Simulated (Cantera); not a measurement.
A Cantera script and what it prints.

```python
import numpy as np
import cantera as ct

gas_names = """
    CL CL2 Fe FeCL FeCL2 FeCL3 Fe2CL4 Fe2CL6 H HCL H2 N NH NH2 NH3 N2 N2H2 N2H4
""".split()
cond_names = """
    Fe(a) Fe(c) Fe(d) Fe(L) FeCL2(s) FeCL2(L) FeCL3(s) FeCL3(L) NH4CL(a) NH4CL(b)
""".split()


# ... load() reads the species with a 1 bar reference pressure and builds the phases ...
atoms = {
    'FeCl3': {'Fe': 1, 'CL': 3},
    'H2': {'H': 2},
    'N2': {'N': 2},
}
top_T = {}  # K; cautious upper limits of use, not melting points


# ... equilibrate(T, P, feed) seeds the gas with the atoms and calls Mixture.equilibrate('TP', solver="vcs", rtol=1e-11, max_steps=5000) ...
results = []
feed = {'FeCl3': 1, 'H2': 0.39, 'N2': 63}  # mol
T = 950  # K
for P in [0.1, 0.56, 3.2, 18, 100, 560, 3200, 18000, 100000]:
    mix = equilibrate(T, P, feed)
    results.append((T, P, feed, dict(zip(mix.species_names, mix.species_moles))))

top = {s: max(r[3][s] / sum(r[3][g] for g in gas_names) for r in results) for s in gas_names}
cols = sorted((s for s in top if top[s] > 0.001), key=lambda s: -top[s])[:7]
seen = [c for c in cond_names if any(r[3].get(c, 0) > 1e-12 for r in results)]
print("log10 of partial pressures in bar; condensed amounts in mol")
print(f"{'P/Pa':>10s}" + "".join(f"{s[:9]:>10s}" for s in cols + seen))
for T, P, feed, n in results:
    ng = sum(n[g] for g in gas_names)
    print(f"{P:10.4g}" + "".join(f"{np.log10(max(n[s] / ng * P / 1e5, 1e-99)):10.3f}" for s in cols)
          + "".join(f"{n.get(c, 0):10.4g}" for c in seen))
```

It prints:

```
log10 of partial pressures in bar; condensed amounts in mol
      P/Pa        N2     FeCL2       HCL     FeCL3        CL    Fe2CL4  FeCL2(s)
       0.1    -6.013    -7.817    -7.921    -9.871    -8.559   -14.183         0
      0.56    -5.265    -7.078    -7.172    -8.575    -8.001   -12.705         0
       3.2    -4.508    -6.342    -6.415    -7.418    -7.581   -11.234         0
        18    -3.757    -5.623    -5.664    -6.408    -7.290    -9.795         0
       100    -3.012    -4.905    -4.919    -5.528    -7.128    -8.359         0
       560    -2.264    -4.169    -4.171    -4.734    -7.069    -6.888         0
      3200    -1.507    -3.423    -3.414    -3.967    -7.049    -5.395         0
   1.8e+04    -0.757    -2.709    -2.664    -3.216    -7.012    -3.968         0
     1e+05    -0.011    -2.086    -1.918    -2.481    -6.900    -2.721   0.00404
```

Cantera equilibrium calculation (NASA polynomials, part measured and part estimated; ideal gas, pure solids and liquids).
